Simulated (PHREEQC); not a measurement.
**Copper plating or etch bath (model solution)**

A solution holds 0.047 mol/kgw Cu(BF4)2 and 0.077 mol/kgw HBF4, at 25 °C. Closed to the air; pH follows from the charge balance.

The numbers come from PHREEQC with the ion-association model, wateq4f.dat.

This is a speciation only: nothing precipitates in the calculation.

Problem. What pH, ionic strength does the model give?

Solution. pH 1.23; ionic strength 0.215 mol/kgw.

Problem. In which forms is B present?

Solution. BF4- 96 %, BF3OH- 2.3 %, H3BO3 1.7 % of the B.

Real BF4- forms and hydrolyses slowly; the run takes it at equilibrium.
